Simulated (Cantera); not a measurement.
A freely propagating, adiabatic, planar premixed flame of H2 : O2 : N2 = 1 : 0.51 : 1.43 (molar parts), unburnt at 575 K and 1.20 bar; mixture-averaged transport, grid criteria slope 0.08 and curve 0.16, no radiation.

Cantera simulation using the H2/O2 subset of GRI-Mech 3.0, which has no nitrogen chemistry; the numbers are that mechanism's predictions, not measurements. Burning velocities carry a grid error of a few per cent, more on coarse grids.

**Question.** How do the results move with these cheaper or finer settings: unity-Lewis-number transport; multicomponent transport; multicomponent+Soret transport; grid criteria slope 0.5, curve 1; grid criteria slope 0.25, curve 0.5; grid criteria slope 0.03, curve 0.06?

**Answer.** 
| setting | laminar burning velocity | thermal thickness | peak x(OH) | peak x(H2O2) | grid points |
|---|---|---|---|---|---|
| as above | 876 cm/s | 0.333 mm | 0.0274 | 2.36e-5 | 131 |
| unity-Lewis-number transport | 598 cm/s | 0.256 mm | 0.0274 | 1.08e-5 | 124 |
| multicomponent transport | 859 cm/s | 0.332 mm | 0.0273 | 2.37e-5 | 131 |
| multicomponent+Soret transport | 815 cm/s | 0.326 mm | 0.0273 | 2.45e-5 | 132 |
| grid criteria slope 0.5, curve 1 | 1070 cm/s | 0.443 mm | 0.0277 | 1.70e-5 | 43 |
| grid criteria slope 0.25, curve 0.5 | 936 cm/s | 0.373 mm | 0.0275 | 2.04e-5 | 64 |
| grid criteria slope 0.03, curve 0.06 | 861 cm/s | 0.325 mm | 0.0273 | 2.46e-5 | 285 |
Unity Lewis numbers drop preferential diffusion, which matters most where H2 and H carry the flame; Soret adds thermal diffusion.
